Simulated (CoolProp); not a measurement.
C2F6 (R116) along the isobar 3.68 MPa: fugacity coefficient from the reference equation and from simpler models built on Tc = 293.0 K, pc = 3.048 MPa, ω = 0.257; each cubic takes its own stable root.

The numbers come from the reference Helmholtz-energy equation of state, Lemmon 2006 in CoolProp. It is a short technical equation, of lower accuracy than the large ones.

```csv
T (K),phase,reference,van der Waals,Redlich-Kwong,Soave-Redlich-Kwong,Peng-Robinson
247.3,liquid,0.2267,0.3738,0.2745,0.2321,0.2230
263,liquid,0.3325,0.4547,0.3746,0.3403,0.3267
278.6,liquid,0.4542,0.5364,0.4814,0.4630,0.4447
294.3,supercritical,0.5831,0.6159,0.5870,0.5885,0.5657
310,supercritical,0.6782,0.6827,0.6671,0.6789,0.6531
325.7,supercritical,0.7344,0.7263,0.7172,0.7351,0.7084
341.4,supercritical,0.7775,0.7597,0.7561,0.7790,0.7520
357.1,supercritical,0.8123,0.7872,0.7880,0.8150,0.7881
372.8,supercritical,0.8411,0.8105,0.8148,0.8449,0.8184
388.5,supercritical,0.8653,0.8306,0.8375,0.8702,0.8442
404.2,supercritical,0.8857,0.8480,0.8570,0.8917,0.8663
419.9,supercritical,0.9031,0.8633,0.8738,0.9100,0.8854
```
